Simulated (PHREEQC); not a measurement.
1 kg of water holding 0.0034 mol MgCl2, 0.18 mol CaCl2, 0.61 mol NaCl, 0.2 mol SrCl2 and 0.0047 mol KCl is evaporated at 15 °C; the solids stay in contact with the brine. No CO2 enters from the air. Solids allowed: Bischofite, Brucite, Carnallite, Halite, Portlandite, Sylvite, MgCl2_4H2O. Others were left out.

The numbers come from PHREEQC with the Pitzer model, pitzer.dat.

```json
[
 {"water left (kg)": "1", "ionic strength": "1.76", "water activity": "0.960", "Halite (mol)": "0", "Ca in solution (mol/kgw)": "0.180", "K in solution (mol/kgw)": "0.00470", "Sr in solution (mol/kgw)": "0.200"},
 {"water left (kg)": "0.8219", "ionic strength": "2.15", "water activity": "0.950", "Halite (mol)": "0", "Ca in solution (mol/kgw)": "0.219", "K in solution (mol/kgw)": "0.00572", "Sr in solution (mol/kgw)": "0.243"},
 {"water left (kg)": "0.6755", "ionic strength": "2.61", "water activity": "0.938", "Halite (mol)": "0", "Ca in solution (mol/kgw)": "0.266", "K in solution (mol/kgw)": "0.00696", "Sr in solution (mol/kgw)": "0.296"},
 {"water left (kg)": "0.5552", "ionic strength": "3.18", "water activity": "0.922", "Halite (mol)": "0", "Ca in solution (mol/kgw)": "0.324", "K in solution (mol/kgw)": "0.00847", "Sr in solution (mol/kgw)": "0.360"},
 {"water left (kg)": "0.4563", "ionic strength": "3.87", "water activity": "0.901", "Halite (mol)": "0", "Ca in solution (mol/kgw)": "0.394", "K in solution (mol/kgw)": "0.0103", "Sr in solution (mol/kgw)": "0.438"},
 {"water left (kg)": "0.375", "ionic strength": "4.71", "water activity": "0.873", "Halite (mol)": "0", "Ca in solution (mol/kgw)": "0.480", "K in solution (mol/kgw)": "0.0125", "Sr in solution (mol/kgw)": "0.533"},
 {"water left (kg)": "0.3082", "ionic strength": "5.73", "water activity": "0.837", "Halite (mol)": "0", "Ca in solution (mol/kgw)": "0.584", "K in solution (mol/kgw)": "0.0152", "Sr in solution (mol/kgw)": "0.649"},
 {"water left (kg)": "0.2533", "ionic strength": "6.97", "water activity": "0.789", "Halite (mol)": "0", "Ca in solution (mol/kgw)": "0.710", "K in solution (mol/kgw)": "0.0186", "Sr in solution (mol/kgw)": "0.789"},
 {"water left (kg)": "0.2082", "ionic strength": "8.48", "water activity": "0.726", "Halite (mol)": "0", "Ca in solution (mol/kgw)": "0.864", "K in solution (mol/kgw)": "0.0226", "Sr in solution (mol/kgw)": "0.961"},
 {"water left (kg)": "0.1711", "ionic strength": "9.37", "water activity": "0.698", "Halite (mol)": "0.162", "Ca in solution (mol/kgw)": "1.05", "K in solution (mol/kgw)": "0.0275", "Sr in solution (mol/kgw)": "1.17"},
 {"water left (kg)": "0.1407", "ionic strength": "10.2", "water activity": "0.675", "Halite (mol)": "0.326", "Ca in solution (mol/kgw)": "1.28", "K in solution (mol/kgw)": "0.0334", "Sr in solution (mol/kgw)": "1.42"},
 {"water left (kg)": "0.1156", "ionic strength": "11.4", "water activity": "0.640", "Halite (mol)": "0.447", "Ca in solution (mol/kgw)": "1.56", "K in solution (mol/kgw)": "0.0407", "Sr in solution (mol/kgw)": "1.73"},
 {"water left (kg)": "0.09502", "ionic strength": "13.0", "water activity": "0.585", "Halite (mol)": "0.530", "Ca in solution (mol/kgw)": "1.89", "K in solution (mol/kgw)": "0.0495", "Sr in solution (mol/kgw)": "2.10"},
 {"water left (kg)": "0.07809", "ionic strength": "15.2", "water activity": "0.503", "Halite (mol)": "0.577", "Ca in solution (mol/kgw)": "2.31", "K in solution (mol/kgw)": "0.0602", "Sr in solution (mol/kgw)": "2.56"}
]
```

Halite from water left = 0.1711 kg.
